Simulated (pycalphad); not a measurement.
## Effect of Si content in Al-Si-Fe

All values are pycalphad results on the COST 507 light-alloy database (1999) (1 atm), not direct measurements. The database dates from 1999; later assessments differ in places, in temperatures and in the compounds included. Amounts are mole fractions of atoms.

| alloy | liquidus (K) | first solid | solidus (K) | phases at 650 K |
|---|---|---|---|---|
| Al-0.1658Si-0.8653Fe (wt.%) | 930 | FCC_A1 | 917 | FCC_A1 0.98, ALFESI_ALPHA 0.02, AL13FE4 under 0.01 |
| Al-0.4869Si-0.8652Fe (wt.%) | 928 | FCC_A1 | 907 | FCC_A1 0.97, ALFESI_BETA 0.03, ALFESI_ALPHA under 0.01 |
| Al-0.6527Si-0.8652Fe (wt.%) | 927 | FCC_A1 | 899 | FCC_A1 0.97, ALFESI_BETA 0.03, DIAMOND_A4 under 0.01 |
| Al-1.305Si-0.865Fe (wt.%) | 923 | FCC_A1 | 879 | FCC_A1 0.97, ALFESI_BETA 0.03, DIAMOND_A4 0.01 |
| Al-1.957Si-0.8647Fe (wt.%) | 919 | FCC_A1 | 849 | FCC_A1 0.96, ALFESI_BETA 0.03, DIAMOND_A4 0.01 |

Database names, with the compositions (at.%) that they take in these runs: AL13FE4: Al 76 Fe 24; ALFESI_ALPHA: Al 72-74 Fe 19 Si 7-9; ALFESI_BETA: Al 70 Si 15 Fe 15. FCC_A1 is fcc; DIAMOND_A4 is diamond (Si).
